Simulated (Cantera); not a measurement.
A Cantera script and its output.

```python
import numpy as np
import cantera as ct

gas = ct.Solution("gri30.yaml")
gas.TPX = 1800, 100000, {'CH4': 1, 'N2': 5, 'H2O': 0.016}
reactor = ct.IdealGasConstPressureReactor(gas, energy="off", clone=False)
net = ct.ReactorNet([reactor])
net.rtol, net.atol = 1e-08, 1e-18
show = ['CH4', 'CH2', 'C2H4', 'HCN', 'C2H6', 'H']
times = np.geomspace(0.0007, 9, 12)

steps = ct.SolutionArray(gas, extra=["t"])
rows = []
print(f"{'t/s':>10s}{'T/K':>9s}{'P/Pa':>11s}" + "".join(f"{s:>11s}" for s in show))
for t in times:
    while net.time < t:
        t_next = net.step()
        steps.append(gas.state, t=t_next)
    rows.append([np.interp(t, steps.t, y) for y in (steps.T, steps.P, *steps(*show).X.T)])
    print(f"{t:10.3e}{rows[-1][0]:9.1f}{rows[-1][1]:11.4g}" + "".join(f"{x:11.3e}" for x in rows[-1][2:]))
rate = np.gradient(steps.T, steps.t)
print("integrator steps:", len(steps.t))
if steps.T.max() > steps.T[0] + 200:
    print(f"time of steepest temperature rise: {steps.t[rate.argmax()]:.4e} s")
gas.TPX = 1800, 100000, {'CH4': 1, 'N2': 5, 'H2O': 0.016}
gas.equilibrate("TP")
print(f"equilibrium (TP): T = {gas.T:.1f} K  " + "  ".join(f"{s} {gas[s].X[0]:.3e}" for s in show))
```

It prints:

```
       t/s      T/K       P/Pa        CH4        CH2       C2H4        HCN       C2H6          H
 7.000e-04   1800.0      1e+05  1.263e-01  1.544e-06  8.188e-03  3.921e-08  6.268e-04  4.488e-05
 1.654e-03   1800.0      1e+05  9.130e-02  9.563e-07  4.098e-03  1.420e-07  2.473e-04  7.327e-05
 3.910e-03   1800.0      1e+05  5.806e-02  6.058e-07  1.313e-03  3.421e-07  8.917e-05  1.017e-04
 9.242e-03   1800.0      1e+05  3.134e-02  3.557e-07  5.360e-04  6.777e-07  2.560e-05  1.279e-04
 2.184e-02   1800.0      1e+05  1.469e-02  1.850e-07  3.570e-04  1.134e-06  5.785e-06  1.476e-04
 5.163e-02   1800.0      1e+05  6.492e-03  8.861e-08  3.365e-04  1.652e-06  1.185e-06  1.593e-04
 1.220e-01   1800.0      1e+05  3.124e-03  4.456e-08  3.400e-04  2.221e-06  3.027e-07  1.648e-04
 2.884e-01   1800.0      1e+05  1.963e-03  2.786e-08  3.425e-04  2.963e-06  1.394e-07  1.666e-04
 6.817e-01   1800.0      1e+05  1.581e-03  2.188e-08  3.433e-04  4.248e-06  1.018e-07  1.669e-04
 1.611e+00   1800.0      1e+05  1.505e-03  2.070e-08  3.434e-04  7.089e-06  9.537e-08  1.670e-04
 3.808e+00   1800.0      1e+05  1.504e-03  2.068e-08  3.434e-04  1.448e-05  9.526e-08  1.670e-04
 9.000e+00   1800.0      1e+05  1.504e-03  2.068e-08  3.434e-04  3.489e-05  9.524e-08  1.670e-04
integrator steps: 1725
equilibrium (TP): T = 1800.0 K  CH4 9.570e-04  CH2 1.311e-08  C2H4 1.379e-04  HCN 8.367e-02  C2H6 3.841e-08  H 1.673e-04
```

Detailed kinetics in Cantera: GRI-Mech 3.0 (53 species, 325 reactions). GRI-Mech 3.0 stops at C3 and has no aromatics, soot or wall deposition, so with more carbon than oxygen in the feed, carbon stays in small species such as C2H2 where larger ones or solid carbon would form.
